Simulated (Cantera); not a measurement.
Feed: 1 mol Ni, 0.11 mol NH₃, 29 mol H₂, at 1775 K and 0.473 Torr.

These are equilibrium values from Cantera (NASA tables, ideal gas, pure condensed phases), not measurements of a reactor. Candidate condensed phases: Ni; 10 gas species. Kinetics and transport are ignored.

### Question
What is the equilibrium state?

### Answer
- x(H₂): 0.972
- x(Ni): 0.0144
- x(H): 0.0114
- x(N₂): 0.00184
- n(Ni(l)): 0.570 mol
- gas amount: 29.82 mol
